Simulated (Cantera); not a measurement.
A closed system holds: 1 mol C2H2, 0.023 mol CO2, held at 0.00210 bar.

Equilibrium computed with Cantera from the NASA thermochemical tables; the gas is ideal and each condensed phase is pure. Candidate condensed phases: C, C6H6, C7H8, C8H18, H2O; 131 gas species. Ions and electrons are included (thermal ionisation). Equilibrium is a limit: real reactors are often held back by kinetics, nucleation or transport.

### Question
Which condensed phases are stable at each of these points (T (K)): 3000, 3250, 3500, 3750, 4000, 4250, 4500, 4750, 5000?

### Answer
```json
[
 {"T (K)": "3000", "condensed phases": "C(graphite)", "C condensed (%)": "34.3"},
 {"T (K)": "3250", "condensed phases": "gas only", "C condensed (%)": "0.0"},
 {"T (K)": "3500", "condensed phases": "gas only", "C condensed (%)": "0.0"},
 {"T (K)": "3750", "condensed phases": "gas only", "C condensed (%)": "0.0"},
 {"T (K)": "4000", "condensed phases": "gas only", "C condensed (%)": "0.0"},
 {"T (K)": "4250", "condensed phases": "gas only", "C condensed (%)": "0.0"},
 {"T (K)": "4500", "condensed phases": "gas only", "C condensed (%)": "0.0"},
 {"T (K)": "4750", "condensed phases": "gas only", "C condensed (%)": "0.0"},
 {"T (K)": "5000", "condensed phases": "gas only", "C condensed (%)": "0.0"}
]
```

At 3000 K the condensed part is C(graphite). From 3250 K to 5000 K nothing is condensed.
